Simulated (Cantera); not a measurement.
Input: 1 mol BN, a varied amount of O2, at 1225 K and 2.90 Pa.

Cantera equilibrium calculation (NASA polynomials, part measured and part estimated; ideal gas, pure solids and liquids). Candidate condensed phases: B, BN, B2O3; 17 gas species. Mutual solubility and eutectic melting of coexisting phases are not modelled. Rates play no part.

Which condensed phases are stable at each of these points (n(O2) (mol)): 0.19, 0.26, 0.35, 0.48, 0.66, 0.9, 1.2, 1.7, 2.3, 3.2, 4.4, 6, 8.2?


```json
[
 {"n(O2) (mol)": "0.19", "condensed phases": "BN(s) + B2O3(l)", "B condensed (%)": "100.0"},
 {"n(O2) (mol)": "0.26", "condensed phases": "BN(s) + B2O3(l)", "B condensed (%)": "100.0"},
 {"n(O2) (mol)": "0.35", "condensed phases": "BN(s) + B2O3(l)", "B condensed (%)": "100.0"},
 {"n(O2) (mol)": "0.48", "condensed phases": "BN(s) + B2O3(l)", "B condensed (%)": "100.0"},
 {"n(O2) (mol)": "0.66", "condensed phases": "BN(s) + B2O3(l)", "B condensed (%)": "99.9"},
 {"n(O2) (mol)": "0.9", "condensed phases": "B2O3(l)", "B condensed (%)": "99.9"},
 {"n(O2) (mol)": "1.2", "condensed phases": "B2O3(l)", "B condensed (%)": "99.9"},
 {"n(O2) (mol)": "1.7", "condensed phases": "B2O3(l)", "B condensed (%)": "99.8"},
 {"n(O2) (mol)": "2.3", "condensed phases": "B2O3(l)", "B condensed (%)": "99.7"},
 {"n(O2) (mol)": "3.2", "condensed phases": "B2O3(l)", "B condensed (%)": "99.6"},
 {"n(O2) (mol)": "4.4", "condensed phases": "B2O3(l)", "B condensed (%)": "99.4"},
 {"n(O2) (mol)": "6", "condensed phases": "B2O3(l)", "B condensed (%)": "99.1"},
 {"n(O2) (mol)": "8.2", "condensed phases": "B2O3(l)", "B condensed (%)": "98.8"}
]
```

From 0.19 mol O2 to 0.66 mol O2 the condensed part is BN(s) + B2O3(l). From 0.9 mol O2 to 8.2 mol O2 the condensed part is B2O3(l).
